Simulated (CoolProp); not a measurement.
Aqueous ethylene glycol as a coolant, 16 % by mass, freezing at -5.9 °C, 1 atm.

Computed with CoolProp (Melinder's fits for secondary coolants).

```csv
T (°C),Prandtl number,cp (kJ/(kg K)),conductivity (W/(m K)),viscosity (mPa s)
-4.8,26.8,3.929,0.493,___
1.3,21.1,3.936,0.502,___
7.3,16.9,3.943,0.510,2.19
13.4,13.8,___,___,1.81
19.4,11.5,3.958,0.525,1.52
25.5,9.62,3.967,0.532,1.29
31.5,8.21,3.975,0.539,1.11
```

### Question
Some entries are withheld; supply them.

### Answer

- -4.8, viscosity (mPa s): 3.36
- 1.3, viscosity (mPa s): 2.69
- 13.4, cp (kJ/(kg K)): 3.950
- 13.4, conductivity (W/(m K)): 0.517
